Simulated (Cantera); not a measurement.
Charge: 1 mol HMDSO, 12 mol H2O, 27 mol NO, at 0.490 bar.

These are equilibrium values from Cantera (NASA tables, ideal gas, pure condensed phases), not measurements of a reactor. Candidate condensed phases: C, C6H6, C7H8, C8H18, H2O, Si, SiC, SiO2, Si2N2O, Si3N4; 151 gas species. The feed counts by its element totals alone. The tables hold silica as quartz up to 1696 K and as liquid above; real silica turns to tridymite and cristobalite and melts near 1996 K. Gases not in the tables: Si(OH)4. Equilibrium is a limit: real reactors are often held back by kinetics, nucleation or transport.

### Question
Which condensed phases are stable at each of these points (T (K)): 1423, 1498, 1573, 1648, 1723, 1798, 1873, 1948?

### Answer
```
T (K)  condensed phases  Si condensed (%)
-----  ----------------  ----------------
1423     SiO2(β-quartz)             100.0
1498     SiO2(β-quartz)             100.0
1573     SiO2(β-quartz)             100.0
1648     SiO2(β-quartz)             100.0
1723    SiO2(condensed)             100.0
1798    SiO2(condensed)             100.0
1873    SiO2(condensed)             100.0
1948    SiO2(condensed)             100.0
```

From 1423 K to 1648 K the condensed part is SiO2(β-quartz). From 1723 K to 1948 K the condensed part is SiO2(condensed).
